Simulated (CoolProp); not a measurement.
Vapour-liquid equilibrium of dimethyl ether (1) + 1-butene (2) at 213 K; x and y are mole fractions of (1).

Values from CoolProp's multi-fluid Helmholtz-energy mixture model, Wu 2011 and Lemmon 2005; pair parameters Bell 2016.

**Question.** Give the bubble pressure and the first vapour's composition at x = 0.25, 0.35, 0.55. Is there an azeotrope?

**Answer.** x = 0.25: 0.01026 MPa, y = 0.504; x = 0.35: 0.01137 MPa, y = 0.602; x = 0.55: 0.01319 MPa, y = 0.743. No azeotrope shows between x = 0.05 and 0.95.

Pair parameters are fitted to limited data, so mixtures are less certain than the pure fluids.
